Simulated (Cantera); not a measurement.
Input: 1 mol Si, 1.6 mol Br2, 14 mol N2, held at 1323.15 K and 6.60 mbar.

Equilibrium computed with Cantera from the NASA thermochemical tables; the gas is ideal and each condensed phase is pure. Candidate condensed phases: Br2, Si, Si3N4; 13 gas species. N2 is the only nitrogen source here; it is nearly inert below about 1500 K, so the nitride shown seldom forms there in practice. The tables' values for SiBr3 are old estimates; treat these amounts as uncertain. Kinetics and transport are ignored.

Base state: N2 0.931, SiBr4 0.0393, SiBr2 0.0179, Br 0.00754, SiBr3 0.00433, Br2 3.52e-5 (mole fractions); condensed: Si3N4(s).

Q: What changes in the equilibrium state with this change: temperature from 1323.15 K to 798 K?

A: 
| species | before | after |
|---|---|---|
| N2 | 0.931 | 0.945 |
| SiBr4 | 0.0393 | 0.0545 |
| Br | 0.00754 | 8.04e-7 |
| SiBr2 | 0.0179 | 1.59e-9 |
| SiBr3 | 0.00433 | 2.24e-7 |
| Br2 | 3.52e-5 | 5.00e-8 |
| Si3N4(s), mol | 0.0260 | 0.0667 |
